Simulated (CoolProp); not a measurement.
n-perfluorohexane along the isobar 1.01 bar: fugacity coefficient from the reference equation and from simpler models built on Tc = 448.0 K, pc = 17.42 bar, ω = 0.497; each cubic takes its own stable root.

The numbers come from the reference Helmholtz-energy equation of state, Gao 2022 in CoolProp.

```
T (K)   phase  reference
-----  ------  ---------
304.5  liquid     0.3723
315.7  liquid     0.5728
326.9  liquid     0.8459
338.1     gas     0.9461
349.2     gas     0.9518
360.4     gas     0.9568
371.6     gas     0.9611
382.8     gas     0.9649
394       gas     0.9682
405.2     gas     0.9712
416.4     gas     0.9738
427.6     gas     0.9761
438.8     gas     0.9782
450       gas     0.9801
```

**Question.** How far does each simpler model (van der Waals, Redlich-Kwong, Soave-Redlich-Kwong) lie from the reference over these 14 states: mean and median of the absolute difference, and the worst?

**Answer.** 
- van der Waals: mean 17.9 %, median 1.2 %, worst +157.2 % at 304.5 K and 1.01 bar
- Redlich-Kwong: mean 16.9 %, median 0.5 %, worst +153.2 % at 304.5 K and 1.01 bar
- Soave-Redlich-Kwong: mean 0.1 %, median 0.1 %, worst +0.5 % at 326.9 K and 1.01 bar

At some of these states van der Waals, Redlich-Kwong gives the other phase, because its saturation line lies elsewhere.
